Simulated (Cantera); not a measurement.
Feed: 1 mol SiH4, 4.3 mol O3, 0.57 mol H2, equilibrated at 750 Torr.

Method: chemical equilibrium by Gibbs-energy minimisation in Cantera with the NASA 1993 tables (ideal gas, pure condensed phases). Candidate condensed phases: H2O, Si, SiO2; 18 gas species. The tables hold silica as quartz up to 1696 K and as liquid above; real silica turns to tridymite and cristobalite and melts near 1996 K. Gases not in the tables: Si(OH)4. The numbers say what is thermodynamically allowed, not how fast it happens.

Question: Which condensed phases are stable at each of these points (T (K)): 948, 1023, 1098, 1173, 1248, 1323, 1398, 1473, 1548, 1623, 1698, 1773, 1848, 1923?

Answer: 
```json
[
 {"T (K)": "948", "condensed phases": "SiO2(β-quartz)", "Si condensed (%)": "100.0"},
 {"T (K)": "1023", "condensed phases": "SiO2(β-quartz)", "Si condensed (%)": "100.0"},
 {"T (K)": "1098", "condensed phases": "SiO2(β-quartz)", "Si condensed (%)": "100.0"},
 {"T (K)": "1173", "condensed phases": "SiO2(β-quartz)", "Si condensed (%)": "100.0"},
 {"T (K)": "1248", "condensed phases": "SiO2(β-quartz)", "Si condensed (%)": "100.0"},
 {"T (K)": "1323", "condensed phases": "SiO2(β-quartz)", "Si condensed (%)": "100.0"},
 {"T (K)": "1398", "condensed phases": "SiO2(β-quartz)", "Si condensed (%)": "100.0"},
 {"T (K)": "1473", "condensed phases": "SiO2(β-quartz)", "Si condensed (%)": "100.0"},
 {"T (K)": "1548", "condensed phases": "SiO2(β-quartz)", "Si condensed (%)": "100.0"},
 {"T (K)": "1623", "condensed phases": "SiO2(β-quartz)", "Si condensed (%)": "100.0"},
 {"T (K)": "1698", "condensed phases": "SiO2(condensed)", "Si condensed (%)": "100.0"},
 {"T (K)": "1773", "condensed phases": "SiO2(condensed)", "Si condensed (%)": "100.0"},
 {"T (K)": "1848", "condensed phases": "SiO2(condensed)", "Si condensed (%)": "100.0"},
 {"T (K)": "1923", "condensed phases": "SiO2(condensed)", "Si condensed (%)": "100.0"}
]
```

From 948 K to 1623 K the condensed part is SiO2(β-quartz). From 1698 K to 1923 K the condensed part is SiO2(condensed).
